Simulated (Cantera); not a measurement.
A Cantera script and what it prints.

```python
import numpy as np
import cantera as ct

gas_names = """
    CL CLO CL2 O O2 O3 Si SiCL SiCL2 SiCL3 SiCL4 SiO SiO2 Si2 Si3
""".split()
cond_names = """
    Si(cr) Si(L) SiO2(Lqz) SiO2(hqz) SiO2(L)
""".split()


# ... load() reads the species with a 1 bar reference pressure and builds the phases ...
atoms = {
    'SiO2': {'Si': 1, 'O': 2},
    'SiCl4': {'Si': 1, 'CL': 4},
}
top_T = {}  # K; cautious upper limits of use, not melting points


# ... equilibrate(T, P, feed) seeds the gas with the atoms and calls Mixture.equilibrate('TP', solver="vcs", rtol=1e-11, max_steps=5000) ...
results = []
feed = {'SiO2': 1, 'SiCl4': 0.35}  # mol
T = 775  # K
P = 20  # Pa
mix = equilibrate(T, P, feed)
results.append((T, P, feed, dict(zip(mix.species_names, mix.species_moles))))
x = sorted(zip(gas.X, gas.species_names), reverse=True)
print(f"T = {T:g} K  P = {P:g} Pa  gas = {mix.phase_moles(0):.4g} mol")
print("   x: " + "  ".join(f"{s} {v:.3e}" for v, s in x if v > 0.0001))
print("   condensed (mol): " + ("  ".join(f"{mix.phase(i).name} {mix.phase_moles(i):.4g}"
      for i in range(1, mix.n_phases) if mix.phase_moles(i) > 1e-12) or "none"))
```

It prints:

```
T = 775 K  P = 20 Pa  gas = 0.35 mol
   x: SiCL4 1.000e+00
   condensed (mol): SiO2(Lqz) 1
```

These are equilibrium values from Cantera (NASA tables, ideal gas, pure condensed phases), not measurements of a reactor.
